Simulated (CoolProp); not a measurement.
Saturation properties of hexamethyldisiloxane (MM).

Model: reference Helmholtz-energy equation of state, Thol 2016, in CoolProp.

```tsv
T (K)	p (MPa)	liquid density (kg/m³)	vapour density (kg/m³)	enthalpy of vaporisation (kJ/kg)	liquid cp (kJ/(kg K))	surface tension (mN/m)
294.2	0.004549	763.7	0.3040	230.7	1.889	15.8
319.1	0.01480	737.1	0.9209	219.3	1.956	13.6
344.1	0.03924	709.4	2.302	207.6	2.027	11.5
369.1	0.08859	680.4	4.975	195.1	2.101	9.41
394	0.1764	649.4	9.646	181.5	2.181	7.47
419	0.3200	615.5	17.40	166.3	2.270	5.62
443.9	0.5377	577.5	29.86	148.6	2.375	3.90
468.9	0.8549	532.1	50.40	126.7	2.527	2.33
493.9	1.302	471.6	87.63	96.71	2.869	0.959
```

It boils at 373.7 K under 1 atm.

Surface tension comes from a separate correlation (Mulero 2014), older than this fluid's equation and unchecked against measurements.
